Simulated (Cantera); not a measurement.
Feed: 1 mol CCl4, 3.8 mol H2, at 2725 °C and 36.0 Pa.

These are equilibrium values from Cantera (NASA tables, ideal gas, pure condensed phases), not measurements of a reactor. Candidate condensed phases: C, C6H6, C7H8, C8H18; 91 gas species. The numbers say what is thermodynamically allowed, not how fast it happens.

Q: What is the equilibrium state?

A: 
```
Quantity                                   Result
--------------------------------------  ---------
x(H)                                        0.612
x(Cl)                                       0.326
x(C)                                       0.0339
x(C3)                                      0.0125
x(H2)                                     0.00548
x(C2)                                     0.00517
x(HCl)                                    0.00428
x(C2H)                                   0.000390
x(CH)                                     2.14e-5
gas amount                              12.11 mol
log10 activity of C(graphite) (absent)      -0.61
```
